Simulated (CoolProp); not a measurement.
R1224YDZ at several states: density (kg/m³) from the reference equation and from simpler models built on Tc = 428.7 K, pc = 33.34 bar, ω = 0.325; each cubic takes its own stable root.

The numbers come from the reference Helmholtz-energy equation of state, Akasaka 2023 in CoolProp.

| T (K) | p (bar) | phase | reference |
|---|---|---|---|
| 221.6 | 1.05 | liquid | 1554 |
| 403.5 | 103 | liquid | 1099 |
| 257 | 4.39 | liquid | 1468 |
| 267.1 | 0.111 | gas | 0.7476 |
| 314.9 | 147 | liquid | 1366 |

Problem. How far does each simpler model (van der Waals, Soave-Redlich-Kwong, Peng-Robinson) lie from the reference over these 5 states: mean and median of the absolute difference, and the worst?

Solution. 
- van der Waals: mean 42.1 %, median 36.6 %, worst -99.4 % at 221.6 K and 1.05 bar
- Soave-Redlich-Kwong: mean 8.3 %, median 10.5 %, worst -11.3 % at 221.6 K and 1.05 bar
- Peng-Robinson: mean 0.8 %, median 0.2 %, worst +2.5 % at 314.9 K and 147 bar

At some of these states van der Waals gives the other phase, because its saturation line lies elsewhere.
